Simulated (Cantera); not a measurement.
Charge: 1 mol CH3F, 0.41 mol CH4, 0.41 mol H2, at 2550 K.

Equilibrium computed with Cantera from the NASA thermochemical tables; the gas is ideal and each condensed phase is pure. Candidate condensed phases: C, C6H6, C7H8, C8H18; 95 gas species. The numbers say what is thermodynamically allowed, not how fast it happens.

### Question
At 10.0 Pa, list the 5 most abundant gas species with their mole fractions, and the condensed phases.

### Answer
H 0.738, HF 0.184, H2 0.0560, C3 0.0107, F 0.00575. Condensed: C(graphite).
